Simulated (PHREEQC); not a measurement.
Consider water at 20 °C with 9.5e-05 mol/kgw CuSO4 and 9.1e-05 mol/kgw NaCl. Closed to the air; pH follows from the charge balance.

Equilibrium calculation in PHREEQC: ion-association model, wateq4f.dat.

Precipitation was switched off in this run.

**Question.** Predict the pH.

**Answer.** pH 5.76.

**Question.** In which forms is S present?

**Answer.** SO4-2 98 %, CuSO4 1.5 % of the S.

Species that the database lacks are ignored.
